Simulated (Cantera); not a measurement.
Charge: 1 mol CS2, 0.019 mol O2, 26 mol N2, equilibrated at 723.15 K and 1.00 Torr.

Cantera equilibrium calculation (NASA polynomials, part measured and part estimated; ideal gas, pure solids and liquids). Candidate condensed phases: C, S; 35 gas species. Gases not in the tables: S3 to S7. Rates play no part.

Base state: N2 0.962, CS2 0.0340, S2 0.00276, CO 0.000909, COS 0.000493 (mole fractions); condensed: C(graphite).

Q: What changes in the equilibrium state with this change: N2 from 26 to 0.21 mol?

A: 
```tsv
species	before	after
CS2	0.0340	0.739
N2	0.962	0.170
S2	0.00276	0.0600
COS	0.000493	0.0218
CO2	1.72e-6	0.000155
CO	0.000909	0.00863
C(graphite), mol	0.0433	0.0497
```
